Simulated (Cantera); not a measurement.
## Diamond growth

A diamond (100) surface in a fixed gas of H2 with x(CH4) = 0.0041, x(H) = 0.013, at 1125 K, 0.150 bar; coverages are run to steady state.

Computed with Cantera and the Harris–Goodwin 1993 mechanism for the reconstructed diamond (100) surface.

```tsv
x(CH3)	growth (µm/h)	θ c6HH	θ c6H*	θ c6*H	θ c6**	θ c6HM
1e-06	0.121	0.492	0.0309	0.456	0.0212	2.40e-5
2.5e-06	0.302	0.492	0.0309	0.456	0.0212	6.00e-5
6.4e-06	0.774	0.492	0.0309	0.456	0.0212	0.000154
1.6e-05	1.93	0.492	0.0309	0.455	0.0212	0.000384
4.2e-05	5.07	0.491	0.0308	0.455	0.0212	0.00101
0.00011	13.2	0.490	0.0308	0.454	0.0211	0.00263
0.00027	32.2	0.488	0.0306	0.451	0.0209	0.00640
0.00068	79.7	0.481	0.0301	0.444	0.0204	0.0158
0.0017	191	0.465	0.0290	0.428	0.0193	0.0379
```
θ: site fractions in the mechanism's names (c6HH fully hydrogenated, c6H* and c6*H radical sites, c6** diradical, c6HM methylated).
